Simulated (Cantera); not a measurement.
Premixed flame

A freely propagating, adiabatic, planar premixed flame of 27.9 % H2, 11.0 % O2, 41.4 % N2, 19.7 % H2O, equivalence ratio 1.3, unburnt at 500 K and 1.70 bar; mixture-averaged transport, grid criteria slope 0.08 and curve 0.16, no radiation.

Computed with Cantera and the H2/O2 subset of GRI-Mech 3.0, which has no nitrogen chemistry. Burning velocities carry a grid error of a few per cent, more on coarse grids.

```
z (mm)   T (K)  u (m/s)    x H2      x O2  x H2O   x H2O2      x OH     x HO2
-------  -----  -------  ------  --------  -----  -------  --------  --------
-0.562     500     3.53   0.279     0.110  0.197    <1e-8     <1e-8     <1e-8
-0.375     500     3.53   0.279     0.110  0.198    <1e-8     <1e-8     <1e-8
-0.281     500     3.53   0.279     0.110  0.198    <1e-8     <1e-8   9.72e-8
-0.187     501     3.52   0.277     0.110  0.198  1.68e-7     <1e-8   2.20e-6
-0.0936    543     3.74   0.259     0.111  0.206  2.04e-5   1.16e-5  0.000275
-0.0468    775     5.18   0.223     0.105  0.235  7.60e-5  0.000575  0.000666
0         1151     7.52   0.168    0.0801  0.296  3.04e-5   0.00144  0.000273
0.0468    1427     9.23   0.116    0.0459  0.363  5.98e-6   0.00365  0.000115
0.0936    1581     10.2  0.0859    0.0232  0.404  3.60e-6   0.00615   5.06e-5
0.187     1726     11.1  0.0700   0.00896  0.432  2.05e-6   0.00818   1.75e-5
0.375     1845     11.7  0.0669   0.00456  0.445  1.04e-6   0.00776   8.26e-6
0.749     1934     12.2  0.0653   0.00230  0.454  5.31e-7   0.00607   3.94e-6
1.50      1992     12.5  0.0640  0.000980  0.461  2.68e-7   0.00416   1.63e-6
```
x: mole fraction of selected species; z is measured from the peak of heat release.

- laminar burning velocity: 353 cm/s
- thermal thickness: 0.187 mm
- peak x(H2O2): 7.61e-5
- peak x(OH): 0.00829
- peak x(HO2): 0.000741
- grid points: 111
